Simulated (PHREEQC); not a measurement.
Dissolve 0.0086 mol Cu(BF4)2, 0.021 mol HBF4 and 0.035 mol H3BO3 per kg of water at 55 °C. Closed to the air; pH follows from the charge balance.

Computed with PHREEQC (ion-association model, phreeqc.dat).

```
quantity                   before    after
------------------------  -------  -------
pH                           1.76     2.37
ionic strength (mol/kgw)   0.0463   0.0306
H3BO3 (mol/kgw)            0.0357   0.0348
BF4- (mol/kgw)             0.0334   0.0173
BF3OH- (mol/kgw)          0.00274  0.00235
```

Question: Name the change that produced these shifts.
A. HBF4 from 0.021 to 0.0042 mol/kgw
B. HBF4 left out
C. Cu(BF4)2 left out
D. temperature from 55 to 15 °C
E. diluted 10-fold with water

Answer: A, HBF4 from 0.021 to 0.0042 mol/kgw

No solid was allowed to form. Away from 25 °C the constants follow the database's enthalpies or fits; those with neither stay at their 25 °C values. Real BF4- forms and hydrolyses slowly; the run takes it at equilibrium.
